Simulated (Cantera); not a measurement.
# Dilute partial oxidation

An isothermal, constant-pressure homogeneous reactor starts with 0.814 % CH3OH, 2.23 % O2, 97.0 % N2, equivalence ratio 0.55, at 1523 K and 0.580 bar.

Detailed kinetics in Cantera: GRI-Mech 3.0 (53 species, 325 reactions). GRI-Mech 3.0 was tuned for natural gas; its chemistry of methanol as a main component is partial and can be far from experiment.

```csv
t (s),x CH3OH,x O2,x CO,x N2O,x CH2O
0.000100,0.00802,0.0222,5.23e-6,6.42e-10,0.000103
0.000339,0.00694,0.0218,0.000148,9.88e-9,0.00102
0.00115,<1e-12,0.0127,0.00572,9.76e-8,1.02e-11
0.00389,<1e-12,0.0104,0.000928,1.37e-7,<1e-12
0.0132,<1e-12,0.0100,0.000146,2.54e-7,<1e-12
0.0447,<1e-12,0.0100,1.66e-5,2.72e-7,<1e-12
0.152,<1e-12,0.0100,2.47e-6,8.24e-8,<1e-12
0.514,<1e-12,0.0100,8.28e-7,1.95e-8,<1e-12
1.74,<1e-12,0.0100,7.35e-7,1.70e-8,<1e-12
5.90,<1e-12,0.0100,7.35e-7,1.70e-8,<1e-12
20.0,<1e-12,0.0100,7.35e-7,1.70e-8,<1e-12
```
x: mole fraction; the columns are a selection and need not sum to one.

Equilibrium at this temperature and pressure: CH3OH <1e-12, O2 0.00987, CO 7.41e-7, N2O 1.69e-8, CH2O <1e-12 (gas phase only).
